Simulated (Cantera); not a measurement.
Input (Python, Cantera):

```python
import numpy as np
import cantera as ct

gas = ct.Solution("h2o2.yaml")
gas.TPX = 500, 28000, {'H2': 1, 'O2': 0.217, 'N2': 0.817}
flame = ct.FreeFlame(gas, width=0.098)
flame.set_refine_criteria(ratio=3, slope=0.08, curve=0.16)
flame.transport_model = "mixture-averaged"
flame.solve(loglevel=0, auto=True)
z, T = flame.grid, flame.T
thick = (T[-1] - T[0]) / np.gradient(T, z).max()
show = ['H2', 'O2', 'H2O', 'O', 'OH', 'H2O2']
print(f"laminar burning velocity  {flame.velocity[0] * 100:.3f} cm/s")
print(f"burnt temperature         {T[-1]:.1f} K")
print(f"thermal thickness         {thick * 1e3:.4f} mm")
print(f"grid points               {len(z)}")
z0 = z[flame.heat_release_rate.argmax()]
print(f"{'z/mm':>9s}{'T/K':>9s}{'u/(m/s)':>9s}" + "".join(f"{s:>11s}" for s in show))
rows = []
for k in (-3, -2, -1.5, -1, -0.5, -0.25, 0, 0.25, 0.5, 1, 2, 4, 8):
    zz = z0 + k * thick
    rows.append([k * thick, np.interp(zz, z, T), np.interp(zz, z, flame.velocity),
                 *(np.interp(zz, z, flame.X[gas.species_index(s)]) for s in show)])
    print(f"{rows[-1][0] * 1e3:9.3f}{rows[-1][1]:9.1f}{rows[-1][2]:9.3f}" + "".join(f"{x:11.3e}" for x in rows[-1][3:]))
```

It prints:

```
laminar burning velocity  552.974 cm/s
burnt temperature         2105.6 K
thermal thickness         2.2598 mm
grid points               142
     z/mm      T/K  u/(m/s)         H2         O2        H2O          O         OH       H2O2
   -6.779    500.0    5.530  4.916e-01  1.067e-01  2.282e-15  1.180e-17  2.040e-19 -2.513e-17
   -4.520    500.0    5.530  4.916e-01  1.067e-01  8.930e-13  1.259e-14  2.226e-16  2.805e-15
   -3.390    500.0    5.530  4.916e-01  1.067e-01  6.035e-11  1.144e-12  2.085e-14  2.503e-13
   -2.260    500.0    5.530  4.916e-01  1.067e-01  3.170e-08  7.422e-10  4.983e-11  2.254e-10
   -1.130    518.1    5.713  4.891e-01  1.065e-01  8.915e-04  1.047e-05  5.679e-05  2.609e-06
   -0.565    708.9    7.676  4.613e-01  1.012e-01  1.682e-02  1.872e-04  3.545e-04  3.591e-06
    0.000   1089.1   11.476  3.516e-01  6.369e-02  9.868e-02  2.708e-03  1.338e-03  3.492e-07
    0.565   1338.9   14.030  2.571e-01  1.017e-02  2.020e-01  2.100e-03  2.130e-03  1.906e-07
    1.130   1432.6   14.943  2.466e-01  1.169e-03  2.211e-01  9.257e-04  2.149e-03  1.270e-07
    2.260   1530.2   15.853  2.537e-01  3.180e-04  2.240e-01  7.584e-04  2.497e-03  1.145e-07
    4.520   1637.8   16.833  2.638e-01  2.486e-04  2.258e-01  6.424e-04  2.777e-03  8.804e-08
    9.039   1751.2   17.841  2.745e-01  1.737e-04  2.281e-01  4.684e-04  2.822e-03  5.437e-08
   18.079   1855.7   18.749  2.845e-01  1.037e-04  2.306e-01  2.902e-04  2.561e-03  2.903e-08
```

Cantera simulation using the H2/O2 subset of GRI-Mech 3.0, which has no nitrogen chemistry; the numbers are that mechanism's predictions, not measurements. Burning velocities carry a grid error of a few per cent, more on coarse grids.
